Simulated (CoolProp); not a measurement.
Isobutane at several states: density (kg/m³) from the reference equation and from simpler models built on Tc = 407.8 K, pc = 36.29 bar, ω = 0.184; each cubic takes its own stable root.

Computed with CoolProp (reference Helmholtz-energy equation of state, Bücker 2006).

```
T (K)  p (bar)   phase   reference  van der Waals  Redlich-Kwong  Soave-Redlich-Kwong
-----  -------  ------  ----------  -------------  -------------  -------------------
144.5     55.3  liquid  (withheld)          442.8          656.0                657.2
337.5     35.8  liquid  (withheld)          326.0     (withheld)           (withheld)
507.8      1.6     gas       2.219          2.219          2.220                2.218
228       5.05  liquid       629.9          394.5          582.9                592.0
```

### Question
Complete the blanks.

### Answer

- 144.5, reference: 713.8
- 337.5, reference: 505.9
- 337.5, Redlich-Kwong: 451.5
- 337.5, Soave-Redlich-Kwong: 464.9
